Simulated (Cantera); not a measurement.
Input: 1 mol Al(CH3)3, 46 mol N2, at 1.00 Torr.

These are equilibrium values from Cantera (NASA tables, ideal gas, pure condensed phases), not measurements of a reactor. Candidate condensed phases: Al, AlN, C, C6H6, C7H8, C8H18; 97 gas species. The feed counts by its element totals alone. Rates play no part.

Over these rows the condensed part is AlN(s) + C(graphite). Partial pressures as log10 of bar:

```
T (K)  1000/T (1/K)  log p Al  log p N2  log p H2
-----  ------------  --------  --------  --------
1325         0.7547    -11.69     -2.92     -3.92
1425         0.7018     -9.92     -2.92     -3.92
1525         0.6557     -8.39     -2.92     -3.92
1625         0.6154     -7.05     -2.92     -3.92
1725         0.5797     -5.86     -2.92     -3.93
1825         0.5479         ?     -2.92     -3.94
```

Question: Fit log p(Al) = a + b·(1000/T) to the five rows, give the apparent enthalpy, and predict the row at 1825 K.

Answer: Means: 1000/T = 0.6615, log p = -8.582. Sxy = -0.637985, Sxx = 0.0191604, so b = -33.30 and a = -8.582 − (-33.30)×0.6615 = 13.44.
Apparent enthalpy: −19.145 × (-33.30) = 638 kJ/mol. With the condensed phases at unit activity, AlN(s) = Al(g) + 1/2 N2(g) links this pressure to the main gases: over the six rows their terms move log p by +0.00 in all, so the slope is close to that reaction's ΔH°. The five rows lie within 0.01 of the line.
Prediction at 1825 K: 13.44 + (-33.30)×0.5479 = -4.81. The computed value is -4.81, 0.00 from the line.
